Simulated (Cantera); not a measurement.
Source: NASA polynomial tables (part measured, part estimated), evaluated in Cantera. Values are per mole of reaction as written; species without (g) are pure solids or liquids, kept so even where they would boil at 1 bar.

Between 300 and 1775 K, where is each reaction favourable under standard conditions?
- N2(g) + 2 Cr2O3 ⇌ 2 Cr2N + 6 O(g)


- N2(g) + 2 Cr2O3 ⇌ 2 Cr2N + 6 O(g): ΔG° is 3291 kJ at 300 K and 2165 kJ at 1775 K; it stays positive (K < 1). ΔH° is 3549 kJ and ΔS° 780 J/K at 1775 K.
